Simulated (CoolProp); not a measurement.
n-undecane along the isobar 2950 kPa: fugacity coefficient from the reference equation and from simpler models built on Tc = 365.7 °C, pc = 1990 kPa, ω = 0.539; each cubic takes its own stable root.

Values from CoolProp's reference Helmholtz-energy equation of state, Aleksandrov 2011. It is a short technical equation, of lower accuracy than the large ones.

```tsv
T (°C)	phase	reference
71.05	liquid	0.0004659
81.05	liquid	0.0007752
91.15	liquid	0.001250
101.15	liquid	0.001943
111.15	liquid	0.002932
121.15	liquid	0.004305
131.25	liquid	0.006188
141.25	liquid	0.008660
151.25	liquid	0.01187
161.35	liquid	0.01599
171.35	liquid	0.02111
181.35	liquid	0.02739
191.35	liquid	0.03500
201.45	liquid	0.04419
```

**Question.** How far does each simpler model (van der Waals, Redlich-Kwong, Soave-Redlich-Kwong, Peng-Robinson) lie from the reference over these 14 states: mean and median of the absolute difference, and the worst?

**Answer.** 
- van der Waals: mean 2494.2 %, median 1376.4 %, worst +9256.1 % at 71.05 °C and 2950 kPa
- Redlich-Kwong: mean 436.4 %, median 349.0 %, worst +1047.0 % at 71.05 °C and 2950 kPa
- Soave-Redlich-Kwong: mean 2.7 %, median 2.4 %, worst +6.2 % at 201.45 °C and 2950 kPa
- Peng-Robinson: mean 4.1 %, median 3.4 %, worst +7.4 % at 71.05 °C and 2950 kPa
